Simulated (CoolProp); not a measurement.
Saturation properties of CH2F2 (R32) (Tc = 78.1 °C, pc = 5.783 MPa, ω = 0.277).

Values from CoolProp's reference Helmholtz-energy equation of state, Tillner-Roth 1997.

| T (°C) | p (MPa) | vapour density (kg/m³) | surface tension (mN/m) | vapour viscosity (µPa s) |
|---|---|---|---|---|
| -95.45 | 0.005676 | (withheld) | 29.7 | 7.86 |
| -89.15 | 0.009482 | (withheld) | 28.4 | 8.15 |
| -82.95 | 0.01512 | 0.5036 | 27.1 | 8.43 |
| -76.65 | (withheld) | 0.7597 | 25.7 | 8.72 |
| -70.35 | 0.03529 | 1.113 | 24.4 | 9.00 |
| -64.05 | 0.05159 | 1.587 | 23.2 | 9.29 |
| -57.75 | (withheld) | (withheld) | 21.9 | 9.58 |
| -51.45 | 0.1024 | 3.017 | 20.6 | 9.87 |

### Question
What belongs in the gaps?

### Answer

- -95.45, vapour density (kg/m³): 0.2011
- -89.15, vapour density (kg/m³): 0.3254
- -76.65, p (MPa): 0.02347
- -57.75, p (MPa): 0.07351
- -57.75, vapour density (kg/m³): 2.211

It boils at -51.7 °C under 1 atm.

Viscosity comes from a separate model (Bell 2016), an estimate that may be off by 10 % or more. Surface tension comes from a separate correlation (Mulero 2012).
